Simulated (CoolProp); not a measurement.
Isobutene along the isotherm -33.25 °C: density (kg/m³) from the reference equation and from simpler models built on Tc = 144.9 °C, pc = 4.016 MPa, ω = 0.193; each cubic takes its own stable root.

Computed with CoolProp (reference Helmholtz-energy equation of state, Lemmon 2005). It is a short technical equation, of lower accuracy than the large ones.

| p (MPa) | phase | reference |
|---|---|---|
| 1.43 | liquid | 656.9 |
| 2.87 | liquid | 658.3 |
| 4.3 | liquid | 659.6 |
| 5.74 | liquid | 661.0 |
| 7.17 | liquid | 662.3 |
| 8.61 | liquid | 663.6 |
| 10 | liquid | 664.8 |
| 11.5 | liquid | 666.1 |
| 12.9 | liquid | 667.3 |
| 14.3 | liquid | 668.5 |
| 15.8 | liquid | 669.7 |
| 17.2 | liquid | 670.8 |
| 18.6 | liquid | 671.9 |
| 20.1 | liquid | 673.1 |

Task: How far does each simpler model (van der Waals, Soave-Redlich-Kwong, Peng-Robinson) lie from the reference over these 14 states: mean and median of the absolute difference, and the worst?

Result: 
- van der Waals: mean 36.3 %, median 36.2 %, worst -37.7 % at -33.25 °C and 1.43 MPa
- Soave-Redlich-Kwong: mean 6.3 %, median 6.3 %, worst -6.7 % at -33.25 °C and 1.43 MPa
- Peng-Robinson: mean 5.3 %, median 5.3 %, worst +5.4 % at -33.25 °C and 20.1 MPa
